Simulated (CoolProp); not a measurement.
A Linde-Hampson liquefier for normal hydrogen: isothermal reversible compression at 230 K from 1 atm to 10 MPa, throttling to 1 atm, return gas leaving the recuperator 10 K below the feed. Each further row changes one setting.

The numbers come from the reference Helmholtz-energy equation of state, Leachman 2009 in CoolProp.

```json
[
 {"case": "as stated", "compression work (kJ/kg of gas)": "4420"},
 {"case": "high pressure 20 MPa", "compression work (kJ/kg of gas)": "5150"},
 {"case": "warm-end temperature 260 K", "compression work (kJ/kg of gas)": "4990"},
 {"case": "warm-end gap 15 K", "compression work (kJ/kg of gas)": "4420"}
]
```
